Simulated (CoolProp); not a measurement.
Vapour-liquid equilibrium of propane (1) + toluene (2) at 0.088 MPa; x and y are mole fractions of (1).

Model: multi-fluid Helmholtz-energy mixture model, Lemmon 2009 and Lemmon 2006; pair parameters Bell 2016, in CoolProp.

| x | bubble temperature, mixture model (K) | bubble temperature, Raoult's law (K) | y, mixture model | y, Raoult's law |
|---|---|---|---|---|
| 0.05 | 299.1 | 319.0 | 0.955 | 0.889 |
| 0.15 | ___ | 279.8 | 0.996 | 0.987 |
| 0.25 | 246.1 | 263.6 | 0.999 | 0.996 |
| 0.35 | 240.2 | 253.9 | 0.999 | 0.998 |
| 0.45 | 237.0 | 247.1 | 1.000 | 0.999 |
| 0.55 | 235.0 | 241.9 | 1.000 | 1.000 |
| 0.65 | 233.5 | 237.8 | 1.000 | 1.000 |
| 0.75 | ___ | 234.4 | 1.000 | 1.000 |
| 0.85 | ___ | 231.5 | 1.000 | 1.000 |
| 0.95 | 229.0 | 229.0 | 1.000 | 1.000 |

Q: Complete the blanks.

A: 
- 0.15, bubble temperature, mixture model (K): 258.7
- 0.75, bubble temperature, mixture model (K): 232.2
- 0.85, bubble temperature, mixture model (K): 230.8

The largest gap from Raoult's law is -21.1 K in bubble temperature, at x = 0.15. No azeotrope shows between x = 0.05 and 0.95.

Pair parameters are fitted to limited data, so mixtures are less certain than the pure fluids. With so large a gap from Raoult's law the liquid may split in two, which this calculation doesn't test in full.
